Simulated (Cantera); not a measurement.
An adiabatic, constant-pressure homogeneous reactor starts with 10.4 % CH4, 18.8 % O2, 70.8 % N2, equivalence ratio 1.1, at 1225 K and 1800000 Pa.

Computed with Cantera and GRI-Mech 3.0 (53 species, 325 reactions). The pressure lies above the range GRI-Mech 3.0 was tuned for (to about 10 atm).

Problem. Predict: time of steepest temperature rise; temperature at 3.00 s; equilibrium temperature; x(O2) at 3.00 s; x(HCO) at 3.00 s; x(NO) at 3.00 s; x(H2) at 3.00 s.

Solution. 
| Property | Value |
|---|---|
| time of steepest temperature rise | 1.91 ms |
| temperature at 3.00 s | 2808 K |
| equilibrium temperature | 2808 K |
| x(O2) at 3.00 s | 0.00396 (gas-phase equilibrium 0.00396) |
| x(HCO) at 3.00 s | 1.57e-7 (gas-phase equilibrium 1.57e-7) |
| x(NO) at 3.00 s | 0.00478 (gas-phase equilibrium 0.00478) |
| x(H2) at 3.00 s | 0.0153 (gas-phase equilibrium 0.0153) |
